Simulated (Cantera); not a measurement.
A closed system holds: 1 mol Si3N4, 0.71 mol CO2, 580 mol N2, held at 1700 K and 100 Torr.

These are equilibrium values from Cantera (NASA tables, ideal gas, pure condensed phases), not measurements of a reactor. Candidate condensed phases: C, Si, SiC, SiO2, Si2N2O, Si3N4; 34 gas species. Mutual solubility and eutectic melting of coexisting phases are not modelled. The numbers say what is thermodynamically allowed, not how fast it happens.

### Question
What is the equilibrium state?

### Answer
| Item | Value |
|---|---|
| x(N2) | 0.999 |
| x(CO) | 0.00122 |
| x(SiO) | 0.000105 |
| n(Si2N2O(s)) | 0.649 mol |
| n(Si3N4(s)) | 0.547 mol |
| gas amount | 581.0 mol |
| log10 activity of C(graphite) (absent) | -0.78 |
| log10 activity of Si(l) (absent) | -1.29 |
